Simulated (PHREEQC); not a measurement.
Dissolve 0.56 mol CuCl2, 0.046 mol HCl and 0.00049 mol FeCl3 per kg of water at 25 °C. Closed to the air; pH follows from the charge balance.

Computed with PHREEQC (ion-association model, wateq4f.dat).

```json
[
 {"quantity": "pH", "before": "1.47", "after": "1.47"},
 {"quantity": "ionic strength (mol/kgw)", "before": "1.31", "after": "1.52"},
 {"quantity": "Cl- (mol/kgw)", "before": "0.945", "after": "1.06"},
 {"quantity": "FeCl+2 (mol/kgw)", "before": "0.000302", "after": "0.000219"},
 {"quantity": "FeCl2+ (mol/kgw)", "before": "0.000136", "after": "0.000207"},
 {"quantity": "Fe+3 (mol/kgw)", "before": "4.41e-5", "after": "5.50e-5"},
 {"quantity": "SI of Goethite (FeOOH)", "before": "-0.17", "after": "-0.83"},
 {"quantity": "SI of Hematite (Fe2O3)", "before": "+1.69", "after": "+0.26"}
]
```

Which change was made?
(A) temperature from 25 to 5 °C
(B) CuCl2 left out
(C) HCl replaced by KCl at the same molality
(D) diluted 100-fold with water

A, temperature from 25 to 5 °C

This is a speciation only: nothing precipitates in the calculation. The ionic strength passes 0.7 mol/kgw, the rough limit of the ion-association models, in every such run. Some of these states are supersaturated (in Hematite (slow to form), for instance). Constants without temperature data keep their 25 °C values here.
